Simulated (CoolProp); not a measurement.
Saturation properties of tetrahydrofuran.

Values from CoolProp's reference Helmholtz-energy equation of state, Fiedler 2023.

```csv
T (°C),p (kPa),enthalpy of vaporisation (kJ/kg),vapour Z
61.25,86.86,419.8,0.9749
82.55,168.7,403.7,0.9589
103.95,301.5,386.3,0.9370
125.25,501.2,367.5,0.9089
146.55,787.3,346.6,0.8736
167.85,1181,322.9,0.8302
189.15,1704,295.5,0.7767
210.45,2385,262.2,0.7100
231.75,3257,219.1,0.6228
253.15,4382,151.5,0.4919
```

It boils at 65.9 °C under 1 atm.
